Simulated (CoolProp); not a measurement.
A Linde-Hampson liquefier for normal hydrogen: isothermal reversible compression at 230 K from 1 atm to 10 MPa, throttling to 1 atm, return gas leaving the recuperator 5 K below the feed. Each further row changes one setting.

The numbers come from the reference Helmholtz-energy equation of state, Leachman 2009 in CoolProp.

```json
[
 {"case": "as stated", "compression work (kJ/kg of gas)": "4420"},
 {"case": "high pressure 20 MPa", "compression work (kJ/kg of gas)": "5150"},
 {"case": "warm-end temperature 260 K", "compression work (kJ/kg of gas)": "4990"},
 {"case": "warm-end gap 10 K", "compression work (kJ/kg of gas)": "4420"}
]
```
